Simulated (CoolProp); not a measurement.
Vapour-liquid equilibrium of R22 (1) + n-pentane (2) at 292.4 K; x and y are mole fractions of (1).

Model: multi-fluid Helmholtz-energy mixture model, Kamei 1995 and Thol 2019; pair parameters Bell 2016, in CoolProp.

```tsv
x	bubble pressure, mixture model (bar)	bubble pressure, Raoult's law (bar)	y, mixture model	y, Raoult's law
0.05	1.304	0.9676	0.586	0.460
0.2	(withheld)	2.222	0.847	0.802
0.35	4.719	3.476	0.903	0.897
0.5	5.776	4.730	(withheld)	0.942
0.65	6.631	5.984	0.947	0.968
0.8	(withheld)	7.239	(withheld)	0.985
0.95	(withheld)	8.493	0.989	0.997
```

Q: Complete the blanks.

A: 
- 0.2, bubble pressure, mixture model (bar): 3.264
- 0.5, y, mixture model: 0.929
- 0.8, bubble pressure, mixture model (bar): 7.485
- 0.8, y, mixture model: 0.965
- 0.95, bubble pressure, mixture model (bar): 8.507

The largest gap from Raoult's law is +46.9 % in bubble pressure, at x = 0.2. No azeotrope shows between x = 0.05 and 0.95.

Pair parameters are fitted to limited data, so mixtures are less certain than the pure fluids.
